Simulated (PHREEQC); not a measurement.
1 kg of water holding 0.0089 mol/kgw Na2SO4, 0.0057 mol/kgw KCl, 0.043 mol/kgw Na2B4O7, 0.0057 mol/kgw NaCl and 0.11 mol/kgw Na2CO3 is evaporated at 30 °C; the solids stay in contact with the brine. CO2 from the air is kept out. The run lets Arcanite, Burkeite, Glaserite, Halite, Kalicinite, Mirabilite, Misenite, Nahcolite, Natron, Sylvite, Thenardite, Trona, Borax, Boric_acid,s, KB5O8:4H2O, K2B4O7:4H2O, NaBO2:4H2O, NaB5O8:5H2O, Teepleite precipitate or redissolve, and no other solid.

The series has 20 steps of water left (kg), from 1 to 0.007249.

Equilibrium calculation in PHREEQC: Pitzer model, pitzer.dat.

Task: Which solids form, in which order, and at which step of the series does each first stand?

Result: Borax from water left = 0.3761 kg (pH 9.91); Natron from water left = 0.02869 kg (pH 10.55); Trona from water left = 0.01582 kg (pH 10.62); Burkeite from water left = 0.007249 kg (pH 11.14).

Species that the database lacks are ignored.
